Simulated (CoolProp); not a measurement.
The fluid at 298.15 K and 0.299 MPa is throttled through a valve to 0.0297 MPa with no heat exchange. The same conditions are run with several fluids, on thermodynamics alone (safety and materials aside).

The numbers come from the reference Helmholtz-energy equation of state of each fluid (dimethyl ether: Wu 2011; propylene: Lemmon 2013; hydrogen sulfide: Lemmon 2006; chlorine: Thol 2021; CH3F (R41): Lemmon 2006) in CoolProp.

Q: Rank dimethyl ether, propylene, hydrogen sulfide, chlorine, CH3F (R41) by temperature change (K), highest first.

A: hydrogen sulfide (-4.7), propylene (-4.8), CH3F (R41) (-5.0), dimethyl ether (-6.8), chlorine (-8.3)

```
fluid             final density (kg/m³)
----------------  ---------------------
dimethyl ether                    0.568
propylene                         0.515
hydrogen sulfide                  0.416
chlorine                          0.877
CH3F (R41)                        0.416
```
